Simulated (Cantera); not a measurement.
Charge: 1 mol C2H6, 3 mol NH3, 1.4 mol N2, held at 0.00133 bar.

Equilibrium computed with Cantera from the NASA thermochemical tables; the gas is ideal and each condensed phase is pure. Candidate condensed phases: C, C6H6, C7H8, C8H18; 92 gas species. The numbers say what is thermodynamically allowed, not how fast it happens.

**Question.** At 2075 K, list the 5 most abundant gas species with their mole fractions, and the condensed phases.

**Answer.** H2 0.665, N2 0.266, H 0.0595, HCN 0.00824, C2H2 (acetylene) 0.000825. Condensed: C(graphite).
